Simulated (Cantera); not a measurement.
A closed system holds: 1 mol CH3F, 0.09 mol HCl, at 2877 °C and 1000 Pa.

Equilibrium computed with Cantera from the NASA thermochemical tables; the gas is ideal and each condensed phase is pure. Candidate condensed phases: C, C6H6, C7H8, C8H18; 118 gas species. The numbers say what is thermodynamically allowed, not how fast it happens.

Base state: H 0.526, HF 0.263, C3 0.0747, H2 0.0461, F 0.0241, Cl 0.0231, C 0.0159, C2 0.00970 (mole fractions); condensed: gas only.

### Question
What changes in the equilibrium state with this change: pressure from 1000 Pa to 133 Pa?

### Answer
| species | before | after |
|---|---|---|
| H | 0.526 | 0.598 |
| HF | 0.263 | 0.152 |
| F | 0.0241 | 0.0916 |
| H2 | 0.0461 | 0.00796 |
| C | 0.0159 | 0.0539 |
| C2 | 0.00970 | 0.0149 |
| C3 | 0.0747 | 0.0517 |
| Cl | 0.0231 | 0.0220 |
| C4H2 | 7.20e-5 | 5.18e-7 |
| C2H2 (vinylidene) | 1.23e-5 | 4.35e-7 |

### Question
What changes in the equilibrium state with this change: temperature from 2877 °C to 3177 °C?

### Answer
```csv
species,before,after
H,0.526,0.589
HF,0.263,0.152
F,0.0241,0.0902
C,0.0159,0.0597
H2,0.0461,0.0125
C2,0.00970,0.0180
C3,0.0747,0.0463
Cl,0.0231,0.0217
C4H2,7.20e-5,1.30e-6
C2H2 (acetylene),0.00282,0.000198
C2H2 (vinylidene),1.23e-5,1.52e-6
C5,0.00137,0.000227
HCl,0.00300,0.000694
```
